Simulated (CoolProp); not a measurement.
Chlorine at 293.15 K and 0.222 MPa is throttled through a valve to 0.0508 MPa with no heat exchange. Each further row changes one setting.

Computed with CoolProp (reference Helmholtz-energy equation of state, Thol 2021).

```json
[
 {"case": "as stated", "temperature change (K)": "-5.4", "final density (kg/m³)": "1.52"},
 {"case": "outlet pressure 0.0152 MPa", "temperature change (K)": "-6.6", "final density (kg/m³)": "0.453"},
 {"case": "outlet pressure 0.066 MPa", "temperature change (K)": "-4.9", "final density (kg/m³)": "1.97"}
]
```
